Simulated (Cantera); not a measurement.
A perfectly stirred reactor is fed with 2.50 % C2H4, 97.5 % H2, at 1.01 bar; it is held at 1850 K, and followed from long to short residence time.

Computed with Cantera and GRI-Mech 3.0 (53 species, 325 reactions). GRI-Mech 3.0 was tuned for natural gas; its chemistry of ethylene as a main component is partial and can be far from experiment. GRI-Mech 3.0 stops at C3 and has no aromatics, soot or wall deposition, so with more carbon than oxygen in the feed, carbon stays in small species such as C2H2 where larger ones or solid carbon would form.

x: mole fraction; the columns are a selection and need not sum to one.

| τ (s) | x C2H4 | x H2 | x CH4 | x C2H6 | x CH2 |
|---|---|---|---|---|---|
| 0.54 | 0.000356 | 0.972 | 0.00520 | 3.12e-7 | 3.66e-8 |
| 0.31 | 0.000361 | 0.972 | 0.00487 | 2.92e-7 | 3.43e-8 |
| 0.19 | 0.000369 | 0.973 | 0.00443 | 2.68e-7 | 3.13e-8 |
| 0.11 | 0.000382 | 0.973 | 0.00374 | 2.37e-7 | 2.65e-8 |
| 0.064 | 0.000403 | 0.974 | (withheld) | 2.08e-7 | (withheld) |
| 0.038 | 0.000434 | 0.974 | 0.00211 | 1.93e-7 | 1.50e-8 |
| 0.022 | 0.000484 | 0.974 | 0.00143 | 1.95e-7 | 1.00e-8 |
| 0.013 | 0.000568 | 0.975 | 0.000957 | 2.15e-7 | 6.49e-9 |
| 0.0077 | 0.000719 | 0.975 | 0.000652 | 2.59e-7 | 4.22e-9 |
| 0.0045 | (withheld) | 0.975 | (withheld) | (withheld) | (withheld) |
| 0.0027 | 0.00159 | 0.975 | 0.000343 | 4.81e-7 | 2.41e-9 |

Question: Some entries are withheld; supply them.

Answer: 
- 0.064, x CH4: 0.00291
- 0.064, x CH2: 2.07e-8
- 0.0045, x C2H4: 0.00102
- 0.0045, x CH4: 0.000458
- 0.0045, x C2H6: 3.42e-7
- 0.0045, x CH2: 2.90e-9
